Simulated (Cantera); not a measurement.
A freely propagating, adiabatic, planar premixed flame of 49.1 % H₂, 8.85 % O₂, 42.0 % N₂, equivalence ratio 2.8, unburnt at 648 K and 0.220 bar; mixture-averaged transport, grid criteria slope 0.08 and curve 0.16, no radiation.

Cantera simulation using the H2/O2 subset of GRI-Mech 3.0, which has no nitrogen chemistry; the numbers are that mechanism's predictions, not measurements. Burning velocities carry a grid error of a few per cent, more on coarse grids.

### Question
Predict: laminar burning velocity; thermal thickness; peak x(H); peak x(O); peak x(HO₂).

### Answer
```json
{
 "laminar_burning_velocity": "694 cm/s",
 "thermal_thickness": "3.65 mm",
 "peak x(H)": "0.0977",
 "peak x(O)": "0.00233",
 "peak x(HO₂)": "4.38e-5"
}
```
